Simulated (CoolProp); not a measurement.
Vapour pressure (bar) of hydrogen chloride: the reference equation beside estimates from Tc = 51.5 °C, pc = 83.14 bar, ω = 0.130.

Values from CoolProp's reference Helmholtz-energy equation of state, Thol 2018.

```csv
T (°C),reference,van der Waals,Soave-Redlich-Kwong
-87.35,0.8839,5.465,0.8380
-79.75,1.351,6.925,1.298
-72.15,1.994,8.631,…
-64.55,2.854,…,…
-56.95,3.974,12.85,3.929
-49.35,5.403,15.40,5.381
-41.65,7.216,18.29,7.233
-34.05,9.421,21.48,9.494
-26.45,12.09,25.00,12.24
-18.85,15.29,…,15.54
-11.25,19.08,33.11,19.44
-3.65,23.51,37.71,24.01
3.95,28.67,42.70,29.31
11.55,34.62,48.08,35.41
```

### Question
Fill in the missing entries.

### Answer

- -72.15, Soave-Redlich-Kwong: 1.936
- -64.55, van der Waals: 10.60
- -64.55, Soave-Redlich-Kwong: 2.798
- -18.85, van der Waals: 28.88

Absolute difference from the reference over all 14 rows, mean and median: van der Waals 188.7 and 140.7 %, Soave-Redlich-Kwong 2.0 and 1.9 %.
